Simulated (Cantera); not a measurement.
Gas mixture: CO₂ : NO : H₂O = 0.31 : 0.4 : 0.3 (molar parts), at 0.0267 bar, frozen composition.

Cantera's kinetic-theory transport with the Lennard-Jones parameters of GRI-Mech 3.0, ideal gas; thermal conductivity in the mixture-averaged form. Polar gases are described roughly by these parameters. The composition is frozen, though it would react at the higher temperatures.

D: mixture-averaged diffusion coefficient of that species in the mixture.

| T (K) | ρ (kg/m³) | cp (J/kg/K) | μ (µPa s) | λ (mW/m/K) | Pr | D (cm²/s) OH | D (cm²/s) N₂ | D (cm²/s) NO |
|---|---|---|---|---|---|---|---|---|
| 400 | 0.0246 | 1129 | 19.6 | 31.2 | 0.709 | 19.3 | 12.4 | 11.9 |
| 650 | 0.0152 | 1249 | … | … | 0.706 | … | … | … |
| 900 | 0.0110 | 1346 | … | … | 0.702 | … | … | … |
| 1150 | 0.00857 | 1421 | 45.6 | 92.7 | 0.698 | 118 | 76.7 | 75.6 |
| 1400 | 0.00704 | 1480 | 52.6 | 112 | 0.695 | 164 | 107 | 105 |
| 1650 | 0.00597 | 1527 | 59.1 | 130 | 0.693 | 215 | 140 | 139 |

### Question
What belongs in the gaps?

### Answer

- 650, μ (µPa s): 29.4
- 650, λ (mW/m/K): 52.0
- 650, D (cm²/s) OH: 44.9
- 650, D (cm²/s) N₂: 29.1
- 650, D (cm²/s) NO: 28.3
- 900, μ (µPa s): 37.9
- 900, λ (mW/m/K): 72.7
- 900, D (cm²/s) OH: 78.0
- 900, D (cm²/s) N₂: 50.7
- 900, D (cm²/s) NO: 49.8
